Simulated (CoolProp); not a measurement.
Vapour-liquid equilibrium of dimethyl ether (1) + R134a (2) at -76.15 °C; x and y are mole fractions of (1).

The numbers come from the multi-fluid Helmholtz-energy mixture model, Wu 2011 and Tillner-Roth 1994; pair parameters Bell 2016 in CoolProp.

| x | bubble pressure, mixture model (MPa) | bubble pressure, Raoult's law (MPa) | y, mixture model | y, Raoult's law |
|---|---|---|---|---|
| 0.05 | 0.004942 | 0.005027 | 0.038 | 0.054 |
| 0.125 | 0.004849 | 0.005057 | ? | 0.134 |
| 0.2 | ? | 0.005087 | 0.169 | 0.213 |
| 0.275 | 0.004696 | 0.005117 | 0.244 | 0.291 |
| 0.35 | 0.004644 | 0.005147 | 0.327 | 0.368 |
| 0.425 | 0.004614 | 0.005177 | 0.416 | 0.444 |
| 0.5 | 0.004613 | 0.005206 | 0.508 | 0.519 |
| 0.575 | 0.004643 | 0.005236 | ? | 0.594 |
| 0.65 | 0.004707 | 0.005266 | 0.692 | 0.667 |
| 0.725 | 0.004806 | 0.005296 | 0.777 | 0.740 |
| 0.8 | 0.004938 | 0.005326 | 0.853 | 0.812 |
| 0.875 | 0.005098 | 0.005356 | ? | 0.883 |
| 0.95 | ? | 0.005386 | 0.971 | 0.954 |

Problem. Some entries are withheld; supply them.

Solution. 
- 0.125, y, mixture model: 0.100
- 0.2, bubble pressure, mixture model (MPa): 0.004766
- 0.575, y, mixture model: 0.601
- 0.875, y, mixture model: 0.918
- 0.95, bubble pressure, mixture model (MPa): 0.005279

The largest gap from Raoult's law is -11.4 % in bubble pressure, at x = 0.5. y crosses x between x = 0.425 and 0.5: the model has an azeotrope there.

The pair parameters rest on a limited set of measurements; away from them the model extrapolates.
